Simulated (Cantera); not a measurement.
## Thermodynamics of silicon epitaxy and polysilicon growth, feed SiH4 + HCl + H2

A closed system holds: 1 mol SiH4, 0.25 mol HCl, 50 mol H2, held at 10.0 mbar.

Method: chemical equilibrium by Gibbs-energy minimisation in Cantera with the NASA 1993 tables (ideal gas, pure condensed phases). Candidate condensed phases: Si; 19 gas species. Gases not in the tables: Si2H6 and higher silanes. Kinetics and transport are ignored.

```csv
T (K),x H2,x HCl,x H,x Si,x SiCl2,x SiH2,x SiH,x SiHCl3,n Si(s),n Si(l)
1048,0.995,0.00464,7.71e-8,<1e-12,4.03e-5,3.53e-10,<1e-12,1.02e-5,0.997,0
1148,0.995,0.00468,7.15e-7,1.83e-11,4.83e-5,3.95e-9,3.87e-11,1.23e-6,0.997,0
1248,0.995,0.00467,4.66e-6,7.76e-10,5.50e-5,3.00e-8,8.63e-10,2.06e-7,0.997,0
1348,0.995,0.00466,2.31e-5,1.88e-8,6.13e-5,1.69e-7,1.21e-8,4.50e-8,0.997,0
1448,0.995,0.00465,9.20e-5,2.92e-7,6.69e-5,7.45e-7,1.17e-7,1.21e-8,0.996,0
1548,0.995,0.00464,0.000307,3.18e-6,7.19e-5,2.71e-6,8.39e-7,3.89e-9,0.996,0
1648,0.994,0.00462,0.000888,2.58e-5,7.64e-5,8.43e-6,4.72e-6,1.43e-9,0.994,0
1748,0.993,0.00462,0.00228,0.000146,7.16e-5,2.04e-5,1.93e-5,5.30e-10,0,0.986
```
x: gas mole fraction; n: condensed amount in mol.

From 1048 K to 1648 K the condensed part is Si(s). At 1748 K the condensed part is Si(l). The main Si-bearing gas is SiCl2 at 1048 K and Si at 1748 K.
